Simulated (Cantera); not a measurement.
Feed: 1 mol B2O3, 13 mol H2, 0.23 mol N2, equilibrated at 1702 °C and 0.000210 bar.

Cantera equilibrium calculation (NASA polynomials, part measured and part estimated; ideal gas, pure solids and liquids). Candidate condensed phases: B, BN, B2O3, B3O3H3, H2O; 39 gas species. Rates play no part.

Base state: H2 0.782, H 0.0835, HBO2 0.0385, BO 0.0317, HBO 0.0200, B2O3 0.0194, N2 0.0152, H2O 0.00768 (mole fractions); condensed: gas only.

What changes in the equilibrium state with this change: temperature from 1702 °C to 527 °C?


```csv
species,before,after
H2,0.782,0.983
N2,0.0152,0.0173
H2O,0.00768,0.000153
H,0.0835,<1e-9
HBO2,0.0385,1.12e-7
BO,0.0317,<1e-9
HBO,0.0200,<1e-9
B2O3,0.0194,<1e-9
B2O2,0.00144,<1e-9
BO2,0.000474,<1e-9
OH,7.81e-5,<1e-9
"BN(s), mol",0,0.00135
"B2O3(l), mol",0,0.999
```
N2 is the only nitrogen source here; it is nearly inert below about 1500 K, so the nitride shown seldom forms there in practice.

What changes in the equilibrium state with this change: pressure from 0.000210 bar to 0.0133 bar?


| species | before | after |
|---|---|---|
| H2 | 0.782 | 0.860 |
| HBO2 | 0.0385 | 0.0368 |
| HBO | 0.0200 | 0.0331 |
| H | 0.0835 | 0.0110 |
| BO | 0.0317 | 0.00629 |
| B2O3 | 0.0194 | 0.0279 |
| N2 | 0.0152 | 0.0160 |
| OH | 7.81e-5 | 5.92e-6 |
| BO2 | 0.000474 | 5.41e-5 |
